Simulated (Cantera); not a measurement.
A Cantera script and its output.

```python
import numpy as np
import cantera as ct

gas = ct.Solution("gri30.yaml")
gas.TPX = 675, 56000, {'C3H8': 1, 'O2': 4.17, 'N2': 15.7}
flame = ct.FreeFlame(gas, width=0.06)
flame.set_refine_criteria(ratio=3, slope=0.08, curve=0.16)
flame.transport_model = "mixture-averaged"
flame.solve(loglevel=0, auto=True)
z, T = flame.grid, flame.T
thick = (T[-1] - T[0]) / np.gradient(T, z).max()
show = ['C3H8', 'O2', 'H', 'C2H4', 'CO2', 'CH2O']
print(f"laminar burning velocity  {flame.velocity[0] * 100:.3f} cm/s")
print(f"burnt temperature         {T[-1]:.1f} K")
print(f"thermal thickness         {thick * 1e3:.4f} mm")
print(f"grid points               {len(z)}")
z0 = z[flame.heat_release_rate.argmax()]
print(f"{'z/mm':>9s}{'T/K':>9s}{'u/(m/s)':>9s}" + "".join(f"{s:>11s}" for s in show))
rows = []
for k in (-3, -2, -1.5, -1, -0.5, -0.25, 0, 0.25, 0.5, 1, 2, 4, 8):
    zz = z0 + k * thick
    rows.append([k * thick, np.interp(zz, z, T), np.interp(zz, z, flame.velocity),
                 *(np.interp(zz, z, flame.X[gas.species_index(s)]) for s in show)])
    print(f"{rows[-1][0] * 1e3:9.3f}{rows[-1][1]:9.1f}{rows[-1][2]:9.3f}" + "".join(f"{x:11.3e}" for x in rows[-1][3:]))
```

Result:

```
laminar burning velocity  212.233 cm/s
burnt temperature         2413.4 K
thermal thickness         0.4179 mm
grid points               147
     z/mm      T/K  u/(m/s)       C3H8         O2          H       C2H4        CO2       CH2O
   -1.254    675.1    2.126  4.785e-02  1.995e-01  7.178e-11  6.347e-07  1.192e-07  2.101e-07
   -0.836    676.5    2.137  4.771e-02  1.987e-01  1.232e-08  1.432e-05  2.874e-06  4.616e-06
   -0.627    681.2    2.160  4.751e-02  1.975e-01  1.755e-07  7.242e-05  1.523e-05  2.240e-05
   -0.418    716.4    2.293  4.671e-02  1.926e-01  3.994e-06  6.354e-04  1.478e-04  1.678e-04
   -0.209   1020.5    3.381  3.457e-02  1.600e-01  1.807e-04  8.021e-03  2.431e-03  1.294e-03
   -0.104   1409.6    4.857  1.187e-02  1.156e-01  1.374e-03  1.447e-02  7.537e-03  1.997e-03
    0.000   1800.0    6.378  4.680e-04  6.641e-02  5.682e-03  6.192e-03  1.672e-02  9.698e-04
    0.104   2002.7    7.144  1.117e-06  3.513e-02  1.098e-02  5.762e-04  2.781e-02  2.064e-04
    0.209   2063.1    7.354  4.081e-10  2.083e-02  1.459e-02  2.206e-05  3.815e-02  2.896e-05
    0.418   2093.3    7.425  1.390e-16  1.251e-02  1.728e-02  2.087e-08  5.161e-02  2.253e-07
    0.836   2122.2    7.492  2.258e-24  9.889e-03  1.740e-02  6.326e-13  6.023e-02  3.587e-10
    1.672   2159.9    7.601  1.876e-31  8.664e-03  1.563e-02  4.929e-18  6.287e-02  2.825e-10
    3.343   2212.1    7.755  1.375e-40  7.303e-03  1.281e-02  1.207e-23  6.425e-02  2.822e-10
```

Computed with Cantera and GRI-Mech 3.0 (53 species, 325 reactions). GRI-Mech 3.0 was tuned for natural gas; its chemistry of propane as a main component is partial and can be far from experiment. Burning velocities carry a grid error of a few per cent, more on coarse grids.
